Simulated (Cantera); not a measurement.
Cantera run:

```python
import numpy as np
import cantera as ct

gas_names = """
    Br Br2 H HBr H2 Si SiBr SiBr2 SiBr3 SiBr4 SiH SiHBr3 SiH2 SiH2Br2 SiH3 SiH3Br SiH4 Si2 Si3
""".split()
cond_names = """
    Br2(cr) Br2(L) Si(cr) Si(L)
""".split()


# ... load() reads the species with a 1 bar reference pressure and builds the phases ...
atoms = {
    'Si': {'Si': 1},
    'HBr': {'H': 1, 'Br': 1},
    'H2': {'H': 2},
}
top_T = {}  # K; cautious upper limits of use, not melting points


# ... equilibrate(T, P, feed) seeds the gas with the atoms and calls Mixture.equilibrate('TP', solver="vcs", rtol=1e-11, max_steps=5000) ...
results = []
feed = {'Si': 1, 'HBr': 9.5, 'H2': 0.89}  # mol
P = 2300  # Pa
for T in [748, 798, 848, 898, 948, 998, 1048, 1098, 1148, 1198, 1248]:
    mix = equilibrate(T, P, feed)
    results.append((T, P, feed, dict(zip(mix.species_names, mix.species_moles))))

top = {s: max(r[3][s] / sum(r[3][g] for g in gas_names) for r in results) for s in gas_names}
cols = sorted((s for s in top if top[s] > 0.001), key=lambda s: -top[s])[:5]
seen = [c for c in cond_names if any(r[3].get(c, 0) > 1e-12 for r in results)]
print("log10 of partial pressures in bar; condensed amounts in mol")
print(f"{'T/K':>10s}" + "".join(f"{s[:9]:>10s}" for s in cols + seen))
for T, P, feed, n in results:
    ng = sum(n[g] for g in gas_names)
    print(f"{T:10.4g}" + "".join(f"{np.log10(max(n[s] / ng * P / 1e5, 1e-99)):10.3f}" for s in cols)
          + "".join(f"{n.get(c, 0):10.4g}" for c in seen))
```

It prints:

```
log10 of partial pressures in bar; condensed amounts in mol
       T/K       HBr        H2     SiBr4     SiBr2     SiBr3
       748    -1.871    -2.150    -2.611   -11.504    -8.817
       798    -1.871    -2.150    -2.611   -10.269    -8.059
       848    -1.871    -2.150    -2.611    -9.183    -7.392
       898    -1.871    -2.150    -2.611    -8.220    -6.801
       948    -1.870    -2.150    -2.612    -7.362    -6.274
       998    -1.870    -2.150    -2.612    -6.592    -5.801
      1048    -1.870    -2.151    -2.613    -5.899    -5.375
      1098    -1.870    -2.151    -2.616    -5.273    -4.990
      1148    -1.869    -2.153    -2.622    -4.708    -4.645
      1198    -1.867    -2.158    -2.636    -4.207    -4.340
      1248    -1.861    -2.168    -2.667    -3.777    -4.085
```

These are equilibrium values from Cantera (NASA tables, ideal gas, pure condensed phases), not measurements of a reactor. The tables' values for SiBr3 are old estimates; treat these amounts as uncertain.
